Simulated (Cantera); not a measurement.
What does this Cantera script print?

```python
import numpy as np
import cantera as ct

gas_names = """
    CL CL2 H HCL H2 N NH NH2 NH3 N2 N2H2 N2H4 Si SiCL SiCL2 SiCL3 SiCL4 SiH SiHCL3 SiH2 SiH2CL2 SiH3
    SiH3CL SiH4 SiN Si2 Si2N Si3
""".split()
cond_names = """
    NH4CL(a) NH4CL(b) Si(cr) Si(L) Si3N4(a)
""".split()


def load(file, names, dense=False):
    # The tables refer to 1 bar. Condensed volumes are neglected.
    table = {s.name: s for s in ct.Species.list_from_file(file)}
    out = []
    for n in names:
        d = dict(table[n].input_data)
        d["thermo"] = dict(d["thermo"], **{"reference-pressure": 1e5})
        if dense:
            d["equation-of-state"] = {"model": "constant-volume", "density": "1e6 g/cm^3"}
        out.append(ct.Species.from_dict(d))
    return out


gas = ct.Solution(thermo="ideal-gas", species=load("nasa_gas.yaml", gas_names))
cond = {s.name: ct.Solution(thermo="fixed-stoichiometry", species=[s], name=s.name)
        for s in load("nasa_condensed.yaml", cond_names, dense=True)}
atoms = {
    'Si3N4': {'Si': 3, 'N': 4},
    'Cl2': {'CL': 2},
    'H2': {'H': 2},
}
top_T = {'Si3N4(a)': 2400}  # K; cautious upper limits of use, not melting points


def equilibrate(T, P, feed):
    n = {}
    for name, mol in feed.items():
        for a, k in atoms[name].items():
            n[a] = n.get(a, 0.0) + k * mol
    gas.TPX = T, P, n
    mass = sum(n.values()) * gas.mean_molecular_weight
    gas.equilibrate("TP")
    valid = [c for c in cond.values() if c.min_temp <= T <= top_T.get(c.name, c.max_temp)]
    mix = ct.Mixture([(gas, mass / gas.mean_molecular_weight)] + [(c, 0.0) for c in valid])
    mix.T, mix.P = T, P
    mix.equilibrate("TP", solver="vcs", rtol=1e-11, max_steps=5000)
    return mix


results = []
T = 1850  # K
P = 75  # Pa
for m in [2.1, 3, 4.1, 5.8, 8, 11, 16]:
    feed = {'Si3N4': 1, 'Cl2': m, 'H2': 35}  # mol
    mix = equilibrate(T, P, feed)
    results.append((T, P, feed, dict(zip(mix.species_names, mix.species_moles))))

top = {s: max(r[3][s] / sum(r[3][g] for g in gas_names) for r in results) for s in gas_names}
cols = sorted((s for s in top if top[s] > 0.0001), key=lambda s: -top[s])[:9]
seen = [c for c in cond_names if any(r[3].get(c, 0) > 1e-12 for r in results)]
print("log10 of partial pressures in bar; condensed amounts in mol")
print(f"{'n(Cl2)':>10s}" + "".join(f"{s[:9]:>10s}" for s in cols + seen))
for T, P, feed, n in results:
    ng = sum(n[g] for g in gas_names)
    print(f"{feed['Cl2']:10.4g}" + "".join(f"{np.log10(max(n[s] / ng * P / 1e5, 1e-99)):10.3f}" for s in cols)
          + "".join(f"{n.get(c, 0):10.4g}" for c in seen))
```

Output:

```
log10 of partial pressures in bar; condensed amounts in mol
    n(Cl2)        H2       HCL     SiCL2        N2         H        CL        Si      SiCL     SiCL3     Si(L)
       2.1    -3.204    -4.283    -4.901    -4.425    -4.870    -6.069    -5.191    -6.059    -7.972     1.923
         3    -3.219    -4.179    -4.679    -4.435    -4.878    -5.958    -5.191    -5.948    -7.638     1.428
       4.1    -3.237    -4.097    -4.496    -4.446    -4.887    -5.866    -5.191    -5.857    -7.364    0.7562
       5.8    -3.265    -3.974    -4.346    -4.463    -4.901    -5.730    -5.314    -5.843    -7.078         0
         8    -3.313    -3.780    -4.333    -4.483    -4.925    -5.512    -5.737    -6.049    -6.847         0
        11    -3.384    -3.613    -4.348    -4.510    -4.961    -5.309    -6.158    -6.267    -6.659         0
        16    -3.513    -3.449    -4.386    -4.553    -5.025    -5.080    -6.653    -6.533    -6.469         0
```

Cantera equilibrium calculation (NASA polynomials, part measured and part estimated; ideal gas, pure solids and liquids). The tables' values for SiCl, SiCl3, SiN are old estimates; treat these amounts as uncertain. Gases not in the tables: Si2H6 and higher silanes.
